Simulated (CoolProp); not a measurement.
Saturation properties of carbon monoxide.

Computed with CoolProp (reference Helmholtz-energy equation of state, Lemmon 2006). It is a short technical equation, of lower accuracy than the large ones.

| T (K) | p (bar) | liquid density (kg/m³) | vapour density (kg/m³) | enthalpy of vaporisation (kJ/kg) |
|---|---|---|---|---|
| 81 | 0.9417 | 796.0 | 4.076 | 215.6 |
| 85.3 | 1.507 | 777.0 | 6.299 | 209.5 |
| 89.7 | 2.320 | 756.8 | 9.412 | 202.7 |
| 94 | 3.392 | 736.1 | 13.46 | 195.5 |
| 98.4 | 4.827 | 713.8 | 18.87 | 187.4 |
| 102.8 | 6.659 | 690.2 | 25.84 | 178.4 |
| 107.1 | 8.888 | 665.4 | 34.56 | 168.5 |
| 111.5 | 11.68 | 637.7 | 45.96 | 157.0 |
| 115.8 | 14.96 | 607.8 | 60.34 | 144.0 |

It boils at 81.6 K under 1 atm.
